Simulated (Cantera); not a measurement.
Feed: 1 mol SiO2, 4.6 mol HCl, 10 mol H2, at 750 Torr.

These are equilibrium values from Cantera (NASA tables, ideal gas, pure condensed phases), not measurements of a reactor. Candidate condensed phases: H2O, Si, SiO2; 30 gas species. The tables hold silica as quartz up to 1696 K and as liquid above; real silica turns to tridymite and cristobalite and melts near 1996 K. Rates play no part.

Problem. Which condensed phases are stable at each of these points (T (K)): 773, 823, 873, 923, 973, 1023, 1073, 1123, 1173, 1223, 1273, 1323, 1373?

Solution. 
```
T (K)  condensed phases  Si condensed (%)
-----  ----------------  ----------------
773      SiO2(α-quartz)             100.0
823      SiO2(α-quartz)             100.0
873      SiO2(β-quartz)             100.0
923      SiO2(β-quartz)             100.0
973      SiO2(β-quartz)             100.0
1023     SiO2(β-quartz)             100.0
1073     SiO2(β-quartz)             100.0
1123     SiO2(β-quartz)              99.9
1173     SiO2(β-quartz)              99.9
1223     SiO2(β-quartz)              99.9
1273     SiO2(β-quartz)              99.9
1323     SiO2(β-quartz)              99.9
1373     SiO2(β-quartz)              99.9
```

From 773 K to 823 K the condensed part is SiO2(α-quartz). From 873 K to 1373 K the condensed part is SiO2(β-quartz).
